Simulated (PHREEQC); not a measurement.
Model water analysis in mg/kgw, 75 °C, pH 4.13, pe 9.9:

```csv
constituent,mg/kgw
Na,30.6
K,3.76
Ca,16.3
Mg,37.9
Cl,28.2
S(6) as SO4,233
O(0) (dissolved oxygen),0.0192
Br,0.131
Mn(2),6.87
Zn,3.12
Si as SiO2,0.0404
```

Valence states are taken as typed.

Equilibrium calculation in PHREEQC: ion-association model, wateq4f.dat.

Q: The ionic strength comes out as 0.00752 mol/kgw. What activity coefficients do H+, SO4-2, NaSO4-, Mn+2, KSO4- get?

A: H+ 0.91, SO4-2 0.67, NaSO4- 0.91, Mn+2 0.68, KSO4- 0.91.

No solid was allowed to form. Away from 25 °C the constants follow the database's enthalpies or fits; those with neither stay at their 25 °C values.
